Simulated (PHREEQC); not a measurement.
Make-up at 25 °C: 26 mmol/kgw KH2PO4 and 0.19 mmol/kgw H4SiO4. Closed to the air; pH follows from the charge balance.

All values are PHREEQC results (ion-association model, phreeqc.dat), not measurements.

```yaml
pH: 4.62
ionic_strength: 0.0261 mol/kgw
specific_conductance: 2470 µS/cm
```

| species | molality | activity | log γ |
|---|---|---|---|
| K+ | 0.0260 | 0.0222 | -0.069 |
| H2PO4- | 0.0258 | 0.0223 | -0.064 |
| H4SiO4 | 0.000190 | 0.000191 | 0.003 |
| HPO4-2 | 0.000104 | 5.70e-5 | -0.261 |
| H3PO4 | 7.91e-5 | 7.96e-5 | 0.003 |
| H+ | 2.76e-5 | 2.43e-5 | -0.056 |
| KHPO4- | 2.86e-6 | 2.46e-6 | -0.064 |

No solid was allowed to form. Examples of supersaturated solids here: Quartz (slow to form). Others may be too. Species that the database lacks are ignored.
